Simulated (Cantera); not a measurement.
# FeCl₃ + O₂ + N₂ (halide evaporation, hydrolysis and transport)

Input: 1 mol FeCl₃, 1.8 mol O₂, a varied amount of N₂, at 2075 K and 0.713 Torr.

Equilibrium computed with Cantera from the NASA thermochemical tables; the gas is ideal and each condensed phase is pure. Candidate condensed phases: Fe, FeCl₂, FeCl₃, FeO, Fe₂O₃, Fe₃O₄; 19 gas species. Rates play no part.

From 20 mol N₂ to 390 mol N₂ nothing is condensed. The main Fe-bearing gas is FeCl₂ at 20 mol N₂ and Fe at 390 mol N₂.

```json
[
 {"n(N₂) (mol)": "20", "x N₂": "0.808", "x Cl": "0.0735", "x O₂": "0.0634", "x FeCl₂": "0.0240", "x Fe": "0.0120"},
 {"n(N₂) (mol)": "61", "x N₂": "0.918", "x Cl": "0.0365", "x O₂": "0.0218", "x FeCl₂": "0.00433", "x Fe": "0.00879"},
 {"n(N₂) (mol)": "100", "x N₂": "0.945", "x Cl": "0.0252", "x O₂": "0.0130", "x FeCl₂": "0.00158", "x Fe": "0.00673"},
 {"n(N₂) (mol)": "140", "x N₂": "0.959", "x Cl": "0.0191", "x O₂": "0.00909", "x FeCl₂": "0.000726", "x Fe": "0.00537"},
 {"n(N₂) (mol)": "180", "x N₂": "0.967", "x Cl": "0.0154", "x O₂": "0.00690", "x FeCl₂": "0.000387", "x Fe": "0.00444"},
 {"n(N₂) (mol)": "230", "x N₂": "0.974", "x Cl": "0.0123", "x O₂": "0.00524", "x FeCl₂": "0.000204", "x Fe": "0.00364"},
 {"n(N₂) (mol)": "270", "x N₂": "0.977", "x Cl": "0.0106", "x O₂": "0.00437", "x FeCl₂": "0.000132", "x Fe": "0.00318"},
 {"n(N₂) (mol)": "310", "x N₂": "0.980", "x Cl": "0.00931", "x O₂": "0.00372", "x FeCl₂": "9.03e-5", "x Fe": "0.00282"},
 {"n(N₂) (mol)": "350", "x N₂": "0.982", "x Cl": "0.00829", "x O₂": "0.00323", "x FeCl₂": "6.44e-5", "x Fe": "0.00253"},
 {"n(N₂) (mol)": "390", "x N₂": "0.984", "x Cl": "0.00748", "x O₂": "0.00284", "x FeCl₂": "4.75e-5", "x Fe": "0.00229"}
]
```
x: gas mole fraction; nothing condenses.
